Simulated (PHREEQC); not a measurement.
## Acid rinse or clean: an equilibrium model

Make-up at 20 °C and 100 atm: 19 mmol/kgw HCl, 1.3 mmol/kgw AlCl3 and 0.48 mmol/kgw MnSO4. Closed to the air; pH follows from the charge balance.

All values are PHREEQC results (ion-association model, phreeqc.dat), not measurements.

Each row changes one thing in this solution. No solid was allowed to form.

```tsv
case	pH	ionic strength (mol/kgw)	Mn+2 (mol/kgw)	SO4-2 (mol/kgw)	HSO4- (mol/kgw)	MnCl+ (mol/kgw)
as made	1.78	0.0276	0.000452	0.000194	0.000160	2.37e-5
HCl left out	4.15	(withheld)	0.000467	0.000240	1.01e-6	5.23e-6
AlCl3 from 0.0013 to 0.00013 mol/kgw	1.78	0.0211	0.000453	0.000244	0.000213	2.13e-5
AlCl3 left out	1.78	0.0204	0.000453	0.000253	0.000222	2.10e-5
diluted 10-fold with water	2.75	0.00282	(withheld)	3.71e-5	4.41e-6	3.57e-7
diluted 100-fold with water	3.73	0.000285	4.79e-6	4.61e-6	(withheld)	4.16e-9
diluted 5-fold with water	2.45	0.00561	(withheld)	6.42e-5	1.41e-5	1.31e-6
MnSO4 from 0.00048 to 0.0048 mol/kgw	1.82	0.0371	0.00424	(withheld)	0.00157	0.000206
AlCl3 replaced by CdCl2 at the same molality	1.78	0.0229	0.000452	0.000250	0.000215	2.25e-5
```

Task: Fill in the missing entries.

Result: 
- HCl left out, ionic strength (mol/kgw): 0.00814
- diluted 10-fold with water, Mn+2 (mol/kgw): 4.75e-5
- diluted 100-fold with water, HSO4- (mol/kgw): 6.38e-8
- diluted 5-fold with water, Mn+2 (mol/kgw): 9.42e-5
- MnSO4 from 0.00048 to 0.0048 mol/kgw, SO4-2 (mol/kgw): 0.00220

Species that the database lacks are ignored. Some of these states are supersaturated (in Gibbsite (slow to form), for instance). Under pressure, the constants of complexes without a molar volume in the database are unreliable.
